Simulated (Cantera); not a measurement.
A freely propagating, adiabatic, planar premixed flame of 9.29 % CH₄, 18.6 % O₂, 69.8 % N₂, 2.32 % H₂O, unburnt at 373 K and 2.86 atm; mixture-averaged transport, grid criteria slope 0.08 and curve 0.16, no radiation.

Computed with Cantera and GRI-Mech 3.0 (53 species, 325 reactions). Burning velocities carry a grid error of a few per cent, more on coarse grids.

x: mole fraction of selected species; z is measured from the peak of heat release.

| z (mm) | T (K) | u (m/s) | x CH₄ | x O₂ | x H₂O | x CO | x NO | x H |
|---|---|---|---|---|---|---|---|---|
| -0.639 | 373 | 0.325 | 0.0928 | 0.186 | 0.0232 | 3.72e-6 | <1e-8 | <1e-8 |
| -0.426 | 376 | 0.327 | 0.0925 | 0.185 | 0.0236 | 3.63e-5 | <1e-8 | <1e-8 |
| -0.320 | 387 | 0.338 | 0.0916 | 0.184 | 0.0251 | 0.000218 | 1.38e-8 | <1e-8 |
| -0.213 | 472 | 0.414 | 0.0862 | 0.178 | 0.0358 | 0.00184 | 1.68e-7 | <1e-8 |
| -0.107 | ___ | 0.833 | ___ | ___ | ___ | ___ | ___ | ___ |
| -0.0533 | 1373 | 1.23 | 0.0311 | 0.0957 | 0.130 | 0.0266 | 8.92e-6 | 0.000154 |
| 0 | 1784 | 1.60 | 0.00595 | 0.0477 | 0.171 | 0.0380 | 1.67e-5 | 0.00144 |
| 0.0533 | 1950 | 1.74 | 0.000202 | 0.0237 | 0.185 | 0.0315 | 2.57e-5 | 0.00301 |
| 0.107 | 2012 | 1.79 | 3.55e-6 | 0.0170 | 0.188 | 0.0233 | 3.10e-5 | 0.00301 |
| 0.213 | 2083 | 1.84 | <1e-8 | 0.0129 | 0.192 | 0.0171 | 3.64e-5 | 0.00217 |
| 0.426 | 2151 | 1.89 | <1e-8 | 0.00969 | 0.196 | 0.0134 | 4.33e-5 | 0.00123 |
| 0.852 | 2202 | 1.93 | <1e-8 | 0.00715 | 0.200 | 0.0103 | 5.27e-5 | 0.000646 |
| 1.70 | 2232 | 1.96 | <1e-8 | ___ | 0.202 | ___ | ___ | ___ |

Q: Some entries are withheld; supply them.

A: 
- -0.107, T (K): 937
- -0.107, x CH₄: 0.0585
- -0.107, x O₂: 0.139
- -0.107, x H₂O: 0.0861
- -0.107, x CO: 0.0134
- -0.107, x NO: 3.43e-6
- -0.107, x H: 8.02e-6
- 1.70, x O₂: 0.00554
- 1.70, x CO: 0.00813
- 1.70, x NO: 6.53e-5
- 1.70, x H: 0.000378
